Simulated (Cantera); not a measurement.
Input: 1 mol borazine, 3.3 mol H2O, 0.35 mol H2, at 0.000400 bar.

These are equilibrium values from Cantera (NASA tables, ideal gas, pure condensed phases), not measurements of a reactor. Candidate condensed phases: B, BN, B2O3, B3O3H3, H2O; 39 gas species. The feed counts by its element totals alone. Rates play no part. All values below are at 1700 °C.

Base state: H2 0.568, N2 0.144, BO 0.102, HBO 0.0768, H 0.0509, B2O2 0.0294, B2O3 0.0206, HBO2 0.00771 (mole fractions); condensed: gas only.

### Question
What changes in the equilibrium state with this change: H2 from 0.35 to 170 mol?

### Answer
| species | before | after |
|---|---|---|
| H2 | 0.568 | 0.911 |
| H | 0.0509 | 0.0644 |
| N2 | 0.144 | 0.00807 |
| BO | 0.102 | 0.00751 |
| B2O2 | 0.0294 | 0.000158 |
| B2O3 | 0.0206 | 0.000138 |
| HBO | 0.0768 | 0.00713 |
| BO2 | 7.92e-5 | 7.21e-6 |
| HBO2 | 0.00771 | 0.000890 |
| H2O | 0.000288 | 0.000574 |

### Question
What changes in the equilibrium state with this change: H2 from 0.35 to 14 mol?

### Answer
| species | before | after |
|---|---|---|
| H2 | 0.568 | 0.770 |
| N2 | 0.144 | 0.0609 |
| H | 0.0509 | 0.0592 |
| BO | 0.102 | 0.0485 |
| B2O2 | 0.0294 | 0.00661 |
| B2O3 | 0.0206 | 0.00606 |
| HBO | 0.0768 | 0.0424 |
| H2O | 0.000288 | 0.000511 |
| BO2 | 7.92e-5 | 4.91e-5 |
| HBO2 | 0.00771 | 0.00556 |
